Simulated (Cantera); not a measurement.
What does this Cantera script print?

```python
import numpy as np
import cantera as ct

gas_names = """
    AL ALC ALH ALN AL2 C CH CH2 CH3 CH4 CN C2 C2H C2H2,acetylene C2H2,vinylidene C2H3,vinyl CH3CN C2H4
    C2H5 C2H6 CCN CNC C2N2 C3 C3H3,propargyl C3H4,allene C3H4,propyne C3H4,cyclo- C3H5,allyl
    C3H6,propylene C3H6,cyclo- C3H7,n-propyl C3H7,i-propyl C3H8 C4 C4H2 C4H4,1,3-cyclo- C4H6,butadiene
    C4H6,2-butyne C4H6,cyclo- C4H8,1-butene C4H8,cis2-buten C4H8,tr2-butene C4H8,isobutene C4H8,cyclo-
    C4H9,n-butyl C4H9,i-butyl C4H9,s-butyl C4H9,t-butyl C4H10,isobutane C4H10,n-butane C4N2 C5
    C5H6,1,3cyclo- C5H8,cyclo- C5H10,1-pentene C5H10,cyclo- C5H11,pentyl C5H11,t-pentyl C5H12,n-pentane
    C5H12,i-pentane CH3C(CH3)2CH3 C6H2 C6H5,phenyl C6H6 C6H10,cyclo- C6H12,1-hexene C6H12,cyclo-
    C6H13,n-hexyl C7H7,benzyl C7H8 C7H14,1-heptene C7H15,n-heptyl C7H16,n-heptane C8H8,styrene
    C8H10,ethylbenz C8H16,1-octene C8H17,n-octyl C8H18,isooctane C8H18,n-octane C9H19,n-nonyl
    C10H8,naphthale C10H21,n-decyl C12H9,o-bipheny C12H10,bipheny H HCN HCCN HNC H2 N NH NH2 NH3 N2 N2H2
    N2H4
""".split()
cond_names = """
    AL(cr) AL(L) ALN(s) C(gr) C6H6(L) C7H8(L) C8H18(L),n-octa
""".split()


def load(file, names, dense=False):
    # The tables refer to 1 bar. Condensed volumes are neglected.
    table = {s.name: s for s in ct.Species.list_from_file(file)}
    out = []
    for n in names:
        d = dict(table[n].input_data)
        d["thermo"] = dict(d["thermo"], **{"reference-pressure": 1e5})
        if dense:
            d["equation-of-state"] = {"model": "constant-volume", "density": "1e6 g/cm^3"}
        out.append(ct.Species.from_dict(d))
    return out


gas = ct.Solution(thermo="ideal-gas", species=load("nasa_gas.yaml", gas_names))
cond = {s.name: ct.Solution(thermo="fixed-stoichiometry", species=[s], name=s.name)
        for s in load("nasa_condensed.yaml", cond_names, dense=True)}
atoms = {
    'Al(CH3)3': {'AL': 1, 'C': 3, 'H': 9},
    'N2': {'N': 2},
    'H2': {'H': 2},
}
top_T = {'ALN(s)': 2750, 'C(gr)': 4500}  # K; cautious upper limits of use, not melting points


def equilibrate(T, P, feed):
    n = {}
    for name, mol in feed.items():
        for a, k in atoms[name].items():
            n[a] = n.get(a, 0.0) + k * mol
    gas.TPX = T, P, n
    mass = sum(n.values()) * gas.mean_molecular_weight
    gas.equilibrate("TP")
    valid = [c for c in cond.values() if c.min_temp <= T <= top_T.get(c.name, c.max_temp)]
    mix = ct.Mixture([(gas, mass / gas.mean_molecular_weight)] + [(c, 0.0) for c in valid])
    mix.T, mix.P = T, P
    mix.equilibrate("TP", solver="vcs", rtol=1e-11, max_steps=5000)
    return mix


results = []
feed = {'Al(CH3)3': 1, 'N2': 3.5, 'H2': 3.4}  # mol
for P in [10, 32, 100, 320, 1000, 3200, 10000, 32000, 100000]:
    for T in [1275, 1375, 1475, 1575, 1675, 1775, 1875, 1975, 2075]:
        mix = equilibrate(T, P, feed)
        results.append((T, P, feed, dict(zip(mix.species_names, mix.species_moles))))

for T, P, feed, n in results:
    print(f"{T:7g} {P:10.4g}  " + (" + ".join(c for c in cond_names if n.get(c, 0) > 1e-12) or "gas only"))
```

Result:

```
   1275         10  ALN(s) + C(gr)
   1375         10  ALN(s) + C(gr)
   1475         10  ALN(s) + C(gr)
   1575         10  ALN(s) + C(gr)
   1675         10  ALN(s) + C(gr)
   1775         10  C(gr)
   1875         10  C(gr)
   1975         10  C(gr)
   2075         10  C(gr)
   1275         32  ALN(s) + C(gr)
   1375         32  ALN(s) + C(gr)
   1475         32  ALN(s) + C(gr)
   1575         32  ALN(s) + C(gr)
   1675         32  ALN(s) + C(gr)
   1775         32  ALN(s) + C(gr)
   1875         32  C(gr)
   1975         32  C(gr)
   2075         32  C(gr)
   1275        100  ALN(s) + C(gr)
   1375        100  ALN(s) + C(gr)
   1475        100  ALN(s) + C(gr)
   1575        100  ALN(s) + C(gr)
   1675        100  ALN(s) + C(gr)
   1775        100  ALN(s) + C(gr)
   1875        100  C(gr)
   1975        100  C(gr)
   2075        100  C(gr)
   1275        320  ALN(s) + C(gr)
   1375        320  ALN(s) + C(gr)
   1475        320  ALN(s) + C(gr)
   1575        320  ALN(s) + C(gr)
   1675        320  ALN(s) + C(gr)
   1775        320  ALN(s) + C(gr)
   1875        320  ALN(s) + C(gr)
   1975        320  C(gr)
   2075        320  C(gr)
   1275       1000  ALN(s) + C(gr)
   1375       1000  ALN(s) + C(gr)
   1475       1000  ALN(s) + C(gr)
   1575       1000  ALN(s) + C(gr)
   1675       1000  ALN(s) + C(gr)
   1775       1000  ALN(s) + C(gr)
   1875       1000  ALN(s) + C(gr)
   1975       1000  ALN(s) + C(gr)
   2075       1000  C(gr)
   1275       3200  ALN(s) + C(gr)
   1375       3200  ALN(s) + C(gr)
   1475       3200  ALN(s) + C(gr)
   1575       3200  ALN(s) + C(gr)
   1675       3200  ALN(s) + C(gr)
   1775       3200  ALN(s) + C(gr)
   1875       3200  ALN(s) + C(gr)
   1975       3200  ALN(s) + C(gr)
   2075       3200  ALN(s) + C(gr)
   1275      1e+04  ALN(s) + C(gr)
   1375      1e+04  ALN(s) + C(gr)
   1475      1e+04  ALN(s) + C(gr)
   1575      1e+04  ALN(s) + C(gr)
   1675      1e+04  ALN(s) + C(gr)
   1775      1e+04  ALN(s) + C(gr)
   1875      1e+04  ALN(s) + C(gr)
   1975      1e+04  ALN(s) + C(gr)
   2075      1e+04  ALN(s) + C(gr)
   1275    3.2e+04  ALN(s) + C(gr)
   1375    3.2e+04  ALN(s) + C(gr)
   1475    3.2e+04  ALN(s) + C(gr)
   1575    3.2e+04  ALN(s) + C(gr)
   1675    3.2e+04  ALN(s) + C(gr)
   1775    3.2e+04  ALN(s) + C(gr)
   1875    3.2e+04  ALN(s) + C(gr)
   1975    3.2e+04  ALN(s) + C(gr)
   2075    3.2e+04  ALN(s) + C(gr)
   1275      1e+05  ALN(s) + C(gr)
   1375      1e+05  ALN(s) + C(gr)
   1475      1e+05  ALN(s) + C(gr)
   1575      1e+05  ALN(s) + C(gr)
   1675      1e+05  ALN(s) + C(gr)
   1775      1e+05  ALN(s) + C(gr)
   1875      1e+05  ALN(s) + C(gr)
   1975      1e+05  ALN(s) + C(gr)
   2075      1e+05  ALN(s) + C(gr)
```

Equilibrium computed with Cantera from the NASA thermochemical tables; the gas is ideal and each condensed phase is pure. The feed counts by its element totals alone.
